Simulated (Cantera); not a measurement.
**Si2Cl6 + HCl + H2 (silicon epitaxy and polysilicon growth)**

A closed system holds: 1 mol Si2Cl6, 0.19 mol HCl, 24 mol H2, equilibrated at 1.00 mbar.

Cantera equilibrium calculation (NASA polynomials, part measured and part estimated; ideal gas, pure solids and liquids). Candidate condensed phases: Si; 19 gas species. The feed counts by its element totals alone. The tables' values for SiCl3, SiCl are old estimates; treat these amounts as uncertain. Kinetics and transport are ignored.

From 1175 K to 1625 K the condensed part is Si(s). The main Si-bearing gas is SiCl2 throughout. The share of Si in condensed phases is highest at 1175 K (35.1 %) and lowest at 1625 K (23.3 %).

```csv
T (K),log p H2,log p HCl,log p SiCl2,log p SiCl4,log p SiCl3,log p H,log p SiHCl3,n Si(s)
1175,-3.08,-3.95,-4.46,-5.15,-5.30,-8.45,-5.91,0.702
1250,-3.08,-3.92,-4.35,-5.76,-5.48,-7.86,-6.38,0.644
1325,-3.08,-3.91,-4.31,-6.41,-5.73,-7.33,-6.87,0.597
1400,-3.08,-3.92,-4.29,-7.02,-5.97,-6.85,-7.33,0.559
1475,-3.08,-3.93,-4.27,-7.57,-6.19,-6.43,-7.76,0.526
1550,-3.08,-3.93,-4.26,-8.08,-6.39,-6.04,-8.14,0.496
1625,-3.08,-3.94,-4.25,-8.54,-6.58,-5.69,-8.49,0.466
```
log p: log10 of the partial pressure in bar; n: condensed amount in mol.
